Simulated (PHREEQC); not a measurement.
Consider water at 25 °C with 0.0009 mol NaHCO3 and 0.006 mol Na2B4O7 per kg of water. Closed to the air; pH follows from the charge balance.

Computed with PHREEQC (ion-association model, wateq4f.dat).

Question: The ionic strength comes out as 0.0130 mol/kgw. What activity coefficients do CO3-2, HCO3-, H2BO3-, Na+, NaCO3- get?

Answer: CO3-2 0.64, HCO3- 0.90, H2BO3- 0.89, Na+ 0.89, NaCO3- 0.90.

This is a speciation only: nothing precipitates in the calculation.
